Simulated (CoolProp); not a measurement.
Vapour-liquid equilibrium of R22 (1) + R123 (2) at 224.4 K; x and y are mole fractions of (1).

Model: multi-fluid Helmholtz-energy mixture model, Kamei 1995 and Younglove 1994; pair parameters Bell 2016, in CoolProp.

```json
[
 {"x": "0.05", "bubble pressure (bar)": "0.05180", "y at the bubble point": "0.644", "dew pressure at overall composition x (bar)": "0.02038", "liquid density (mol/L)": "10.93"},
 {"x": "0.125", "bubble pressure (bar)": "0.1037", "y at the bubble point": "0.836", "dew pressure at overall composition x (bar)": "0.02207", "liquid density (mol/L)": "11.26"},
 {"x": "0.2", "bubble pressure (bar)": "0.1580", "y at the bubble point": "0.901", "dew pressure at overall composition x (bar)": "0.02407", "liquid density (mol/L)": "11.59"},
 {"x": "0.275", "bubble pressure (bar)": "(withheld)", "y at the bubble point": "0.934", "dew pressure at overall composition x (bar)": "0.02646", "liquid density (mol/L)": "(withheld)"},
 {"x": "0.35", "bubble pressure (bar)": "0.2673", "y at the bubble point": "0.952", "dew pressure at overall composition x (bar)": "0.02939", "liquid density (mol/L)": "12.32"},
 {"x": "0.425", "bubble pressure (bar)": "0.3202", "y at the bubble point": "0.965", "dew pressure at overall composition x (bar)": "0.03304", "liquid density (mol/L)": "12.71"},
 {"x": "0.5", "bubble pressure (bar)": "0.3713", "y at the bubble point": "0.973", "dew pressure at overall composition x (bar)": "0.03773", "liquid density (mol/L)": "13.13"},
 {"x": "0.575", "bubble pressure (bar)": "0.4204", "y at the bubble point": "(withheld)", "dew pressure at overall composition x (bar)": "0.04397", "liquid density (mol/L)": "(withheld)"},
 {"x": "0.65", "bubble pressure (bar)": "0.4679", "y at the bubble point": "0.984", "dew pressure at overall composition x (bar)": "0.05269", "liquid density (mol/L)": "14.02"},
 {"x": "0.725", "bubble pressure (bar)": "0.5142", "y at the bubble point": "(withheld)", "dew pressure at overall composition x (bar)": "0.06573", "liquid density (mol/L)": "14.50"},
 {"x": "0.8", "bubble pressure (bar)": "0.5601", "y at the bubble point": "0.992", "dew pressure at overall composition x (bar)": "(withheld)", "liquid density (mol/L)": "15.02"},
 {"x": "0.875", "bubble pressure (bar)": "0.6066", "y at the bubble point": "0.995", "dew pressure at overall composition x (bar)": "0.1305", "liquid density (mol/L)": "15.57"},
 {"x": "0.95", "bubble pressure (bar)": "0.6545", "y at the bubble point": "0.998", "dew pressure at overall composition x (bar)": "0.2588", "liquid density (mol/L)": "16.15"}
]
```

**Question.** Fill in the missing entries.

**Answer.** 
- 0.275, bubble pressure (bar): 0.2129
- 0.275, liquid density (mol/L): 11.95
- 0.575, y at the bubble point: 0.979
- 0.575, liquid density (mol/L): 13.56
- 0.725, y at the bubble point: 0.989
- 0.8, dew pressure at overall composition x (bar): 0.08738

No azeotrope shows between x = 0.05 and 0.95.

The pair parameters rest on a limited set of measurements; away from them the model extrapolates. The gap from Raoult's law changes sign with composition, which may be real or a fault of the pair parameters; it wasn't checked against measurements.
